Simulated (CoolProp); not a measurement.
Vapour pressure (MPa) of trans-2-butene: the reference equation beside estimates from Tc = 155.5 °C, pc = 4.019 MPa, ω = 0.210. Clausius-Clapeyron is anchored at 59.55 °C with a constant enthalpy of vaporisation of 19.13 kJ/mol.

Model: reference Helmholtz-energy equation of state, Lemmon 2005, in CoolProp. It is a short technical equation, of lower accuracy than the large ones.

| T (°C) | reference | Lee-Kesler | Clausius-Clapeyron | Soave-Redlich-Kwong | Peng-Robinson |
|---|---|---|---|---|---|
| 29.35 | 0.2680 | 0.2677 | 0.3088 | 0.2676 | 0.2665 |
| 35.45 | 0.3216 | 0.3221 | 0.3590 | 0.3220 | 0.3201 |
| 41.45 | 0.3819 | 0.3833 | 0.4138 | 0.3834 | 0.3805 |
| 47.55 | 0.4516 | 0.4540 | 0.4756 | 0.4544 | 0.4504 |
| 53.55 | 0.5291 | 0.5325 | 0.5426 | 0.5335 | 0.5282 |
| 59.55 | 0.6161 | 0.6207 | 0.6161 | 0.6225 | 0.6157 |
| 65.65 | 0.7150 | 0.7208 | 0.6977 | 0.7239 | 0.7154 |
| 71.65 | 0.8233 | 0.8304 | 0.7853 | 0.8351 | 0.8249 |
| 77.65 | 0.9434 | 0.9517 | 0.8802 | 0.9584 | 0.9464 |
| 83.75 | 1.078 | 1.088 | 0.9847 | 1.097 | 1.083 |
| 89.75 | 1.225 | 1.235 | 1.095 | 1.247 | 1.232 |

Absolute difference from the reference over all 11 rows, mean and median: Lee-Kesler 0.6 and 0.7 %, Clausius-Clapeyron 6.9 and 6.7 %, Soave-Redlich-Kwong 1.0 and 1.0 %, Peng-Robinson 0.3 and 0.3 %.
